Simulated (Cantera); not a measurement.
Hydrogen reduction and annealing atmospheres: TiO2 + H2

Charge: 1 mol TiO2, 1200 mol H2, held at 24.8 Torr.

Cantera equilibrium calculation (NASA polynomials, part measured and part estimated; ideal gas, pure solids and liquids). Candidate condensed phases: H2O, Ti, TiO, TiO2, Ti2O3, Ti3O5, Ti4O7; 12 gas species. Mutual solubility and eutectic melting of coexisting phases are not modelled. Equilibrium is a limit: real reactors are often held back by kinetics, nucleation or transport.

| T (°C) | log p H2 | log p H2O | log p H | log p OH | log p TiO | n Ti3O5(s) | n Ti2O3(s) |
|---|---|---|---|---|---|---|---|
| 1127 | -1.48 | -5.04 | -6.05 | -11.31 | <-13 | 0.333 | 0 |
| 1152 | -1.48 | -5.04 | -5.91 | -11.12 | -13.05 | 0.333 | 0 |
| 1177 | -1.48 | -5.04 | -5.77 | -10.94 | -12.62 | 0.333 | 0 |
| 1202 | -1.48 | -5.02 | -5.63 | -10.75 | -12.21 | 0.304 | 0.0436 |
| 1227 | -1.48 | -4.95 | -5.50 | -10.51 | -11.86 | 0.183 | 0.225 |
| 1252 | -1.48 | -4.88 | -5.37 | -10.28 | -11.52 | 0.0468 | 0.430 |
| 1277 | -1.48 | -4.86 | -5.24 | -10.10 | -11.16 | 0 | 0.500 |
| 1302 | -1.48 | -4.86 | -5.12 | -9.94 | -10.81 | 0 | 0.500 |
| 1327 | -1.48 | -4.86 | -5.01 | -9.79 | -10.47 | 0 | 0.500 |
log p: log10 of the partial pressure in bar; n: condensed amount in mol.

From 1127 °C to 1177 °C the condensed part is Ti3O5(s). From 1202 °C to 1252 °C the condensed part is Ti2O3(s) + Ti3O5(s). From 1277 °C to 1327 °C the condensed part is Ti2O3(s).
